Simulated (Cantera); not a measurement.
An adiabatic, constant-volume homogeneous reactor starts with H₂ : O₂ : N₂ : H₂O = 1 : 0.357 : 1.34 : 0.22 (molar parts), at 1200 K and 3.75 atm. Integrator tolerance rtol = 1e-08.

Computed with Cantera and the H2/O2 subset of GRI-Mech 3.0, which has no nitrogen chemistry. The hydrogen kinetics of GRI-Mech 3.0 are dated; newer H2 mechanisms differ, most at raised pressure.

Question: What does this change do: N2 1.34 to 3.8 parts?

Answer: 
```json
[
 {"quantity": "time of steepest temperature rise", "before": "38.7 µs", "after": "45.8 µs"},
 {"quantity": "temperature at 0.300 s", "before": "2964 K", "after": "2357 K"},
 {"quantity": "equilibrium temperature", "before": "2964 K", "after": "2357 K"},
 {"quantity": "x(H₂) at 0.300 s", "before": "0.114 (gas-phase equilibrium 0.114)", "after": "0.0567 (gas-phase equilibrium 0.0567)"},
 {"quantity": "x(O₂) at 0.300 s", "before": "0.00166 (gas-phase equilibrium 0.00166)", "after": "1.26e-5 (gas-phase equilibrium 1.26e-5)"},
 {"quantity": "x(H₂O) at 0.300 s", "before": "0.337 (gas-phase equilibrium 0.337)", "after": "0.185 (gas-phase equilibrium 0.185)"},
 {"quantity": "x(H) at 0.300 s", "before": "0.0165 (gas-phase equilibrium 0.0165)", "after": "0.00117 (gas-phase equilibrium 0.00117)"},
 {"quantity": "x(O) at 0.300 s", "before": "0.00141 (gas-phase equilibrium 0.00141)", "after": "9.24e-6 (gas-phase equilibrium 9.24e-6)"},
 {"quantity": "x(H₂O₂) at 0.300 s", "before": "6.52e-7 (gas-phase equilibrium 6.52e-7)", "after": "8.81e-9 (gas-phase equilibrium 8.81e-9)"},
 {"quantity": "x(OH) at 0.300 s", "before": "0.0158 (gas-phase equilibrium 0.0158)", "after": "0.000664 (gas-phase equilibrium 0.000664)"}
]
```

Question: What does this change do: initial temperature 1200 to 1650 K?

Answer: 
| quantity | before | after |
|---|---|---|
| time of steepest temperature rise | 38.7 µs | 2.49 µs |
| temperature at 0.300 s | 2964 K | 3099 K |
| equilibrium temperature | 2964 K | 3099 K |
| x(H₂) at 0.300 s | 0.114 (gas-phase equilibrium 0.114) | 0.119 (gas-phase equilibrium 0.119) |
| x(O₂) at 0.300 s | 0.00166 (gas-phase equilibrium 0.00166) | 0.00412 (gas-phase equilibrium 0.00412) |
| x(H₂O) at 0.300 s | 0.337 (gas-phase equilibrium 0.337) | 0.312 (gas-phase equilibrium 0.312) |
| x(H) at 0.300 s | 0.0165 (gas-phase equilibrium 0.0165) | 0.0289 (gas-phase equilibrium 0.0289) |
| x(O) at 0.300 s | 0.00141 (gas-phase equilibrium 0.00141) | 0.00399 (gas-phase equilibrium 0.00399) |
| x(H₂O₂) at 0.300 s | 6.52e-7 (gas-phase equilibrium 6.52e-7) | 1.02e-6 (gas-phase equilibrium 1.02e-6) |
| x(OH) at 0.300 s | 0.0158 (gas-phase equilibrium 0.0158) | 0.0271 (gas-phase equilibrium 0.0271) |
Above 3000 K some thermodynamic fits are extrapolated.
